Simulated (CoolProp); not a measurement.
Vapour-liquid equilibrium of n-hexane (1) + n-decane (2) at 70.6 kPa; x and y are mole fractions of (1).

Values from CoolProp's multi-fluid Helmholtz-energy mixture model, Thol 2019 and Lemmon 2006; pair parameters Kunz 2012.

Problem. Give the bubble temperature and the first vapour's composition at x = 0.05, 0.45, 0.75. Is there an azeotrope?

Solution. x = 0.05: 417.9 K, y = 0.383; x = 0.45: 357.0 K, y = 0.960; x = 0.75: 339.7 K, y = 0.992. No azeotrope shows between x = 0.05 and 0.95.

Pair parameters are fitted to limited data, so mixtures are less certain than the pure fluids.
